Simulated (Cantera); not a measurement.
**Equilibrium for sublimation and decomposition of ceramics: TiC + H2**

Charge: 1 mol TiC, 0.034 mol H2, at 10.0 mbar.

Method: chemical equilibrium by Gibbs-energy minimisation in Cantera with the NASA 1993 tables (ideal gas, pure condensed phases). Candidate condensed phases: C, C6H6, C7H8, C8H18, Ti, TiC; 77 gas species. TiC: taken at fixed stoichiometry. The numbers say what is thermodynamically allowed, not how fast it happens.

```tsv
T (K)	log p H2	log p H	log p Ti	log p C2H2 (acetylene)	log p C3	n TiC(s)
1450	-2.00	-6.02	-11.00	<-14	<-14	1.00
1600	-2.00	-5.26	-10.06	-13.11	<-14	1.00
1750	-2.00	-4.63	-9.25	-10.50	<-14	1.00
1900	-2.00	-4.10	-8.33	-8.77	<-14	1.00
2050	-2.01	-3.65	-7.36	-7.68	<-14	1.00
2200	-2.02	-3.26	-6.50	-6.81	-11.90	1.000
2350	-2.05	-2.93	-5.75	-6.06	-10.00	1.000
2500	-2.11	-2.65	-5.10	-5.41	-8.31	1.000
2650	-2.20	-2.43	-4.53	-4.87	-6.79	1.000
2800	-2.35	-2.26	-4.02	-4.47	-5.45	1.000
2950	-2.58	-2.16	-3.52	-4.29	-4.40	0.998
```
log p: log10 of the partial pressure in bar; n: condensed amount in mol.

From 1450 K to 2950 K the condensed part is TiC(s).
